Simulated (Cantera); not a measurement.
# Si + SF6 + N2 (silicon etching in halogen gases)

Feed: 1 mol Si, 3.4 mol SF6, 0.43 mol N2, equilibrated at 1200 Pa.

Equilibrium computed with Cantera from the NASA thermochemical tables; the gas is ideal and each condensed phase is pure. Candidate condensed phases: S, Si, Si3N4; 29 gas species. The tables' values for SF3, SF5 are old estimates; treat these amounts as uncertain. The numbers say what is thermodynamically allowed, not how fast it happens.

```
T (K)  x SF4       x F   x SF6  x SiF4    x N2
-----  -----  --------  ------  ------  ------
1000   0.412   2.67e-6   0.291   0.207  0.0890
1050   0.411   1.58e-5   0.291   0.207  0.0890
1100   0.411   7.92e-5   0.291   0.207  0.0890
1150   0.411  0.000346   0.291   0.207  0.0890
1200   0.410   0.00133   0.290   0.207  0.0889
1250   0.410   0.00459   0.288   0.206  0.0886
1300   0.410    0.0142   0.280   0.204  0.0878
1350   0.412    0.0396   0.260   0.199  0.0855
1400   0.415    0.0961   0.216   0.187  0.0805
1450   0.421     0.192   0.141   0.167  0.0719
1500   0.423     0.297  0.0608   0.146  0.0626
```
x: gas mole fraction; nothing condenses.

From 1000 K to 1500 K nothing is condensed. The main Si-bearing gas is SiF4 throughout.
